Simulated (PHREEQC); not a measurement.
Solution (25 °C): 26 mmol/kgw Al2(SO4)3, 0.23 mmol/kgw ZnCl2 and 0.67 mmol/kgw NaHCO3. Closed to the air; pH follows from the charge balance.

Computed with PHREEQC (ion-association model, phreeqc.dat).

This is a speciation only: nothing precipitates in the calculation.

Problem. Predict the pH, ionic strength.

Solution. pH 4.38; ionic strength 0.0959 mol/kgw.

Problem. In which forms is C present?

Solution. CO2 99 %, HCO3- 1.4 % of the C.

Saturation is exceeded, for instance for Gibbsite (slow to form); the values hold only as long as no solid forms.
